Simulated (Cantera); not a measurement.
A Cantera script and what it prints.

```python
import numpy as np
import cantera as ct

gas_names = [...]  # 150 gases of nasa_gas.yaml made of C, H, N, O, S
cond_names = """
    C(gr) C6H6(L) C7H8(L) C8H18(L),n-octa H2O(s) H2O(L) H2SO4(L) S(cr1) S(cr2) S(L)
""".split()


# ... load() reads the species with a 1 bar reference pressure and builds the phases ...
atoms = {
    'CS2': {'C': 1, 'S': 2},
    'SO2': {'S': 1, 'O': 2},
    'N2': {'N': 2},
    'H2O': {'H': 2, 'O': 1},
}
top_T = {'C(gr)': 4500}  # K; cautious upper limits of use, not melting points


# ... equilibrate(T, P, feed) seeds the gas with the atoms and calls Mixture.equilibrate('TP', solver="vcs", rtol=1e-11, max_steps=5000) ...
results = []
feed = {'CS2': 1, 'SO2': 0.085, 'N2': 0.27, 'H2O': 0.063}  # mol
P = 10000  # Pa
for T in [1273, 1348, 1423, 1498, 1573, 1648, 1723, 1798]:
    mix = equilibrate(T, P, feed)
    results.append((T, P, feed, dict(zip(mix.species_names, mix.species_moles))))

top = {s: max(r[3][s] / sum(r[3][g] for g in gas_names) for r in results) for s in gas_names}
cols = sorted((s for s in top if top[s] > 0.001), key=lambda s: -top[s])[:5]
seen = [c for c in cond_names if any(r[3].get(c, 0) > 1e-12 for r in results)]
print("log10 of partial pressures in bar; condensed amounts in mol")
print(f"{'T/K':>10s}" + "".join(f"{s[:9]:>10s}" for s in cols + seen))
for T, P, feed, n in results:
    ng = sum(n[g] for g in gas_names)
    print(f"{T:10.4g}" + "".join(f"{np.log10(max(n[s] / ng * P / 1e5, 1e-99)):10.3f}" for s in cols)
          + "".join(f"{n.get(c, 0):10.4g}" for c in seen))
```

Result:

```
log10 of partial pressures in bar; condensed amounts in mol
       T/K       CS2        S2        N2        CO        H2
      1273    -1.315    -1.802    -1.768    -1.855    -2.828
      1348    -1.316    -1.794    -1.770    -1.848    -2.715
      1423    -1.318    -1.787    -1.771    -1.845    -2.634
      1498    -1.320    -1.782    -1.772    -1.843    -2.578
      1573    -1.322    -1.777    -1.773    -1.842    -2.539
      1648    -1.326    -1.772    -1.775    -1.842    -2.514
      1723    -1.333    -1.766    -1.776    -1.843    -2.498
      1798    -1.344    -1.756    -1.779    -1.845    -2.490
```

Method: chemical equilibrium by Gibbs-energy minimisation in Cantera with the NASA 1993 tables (ideal gas, pure condensed phases). Gases not in the tables: S3 to S7.
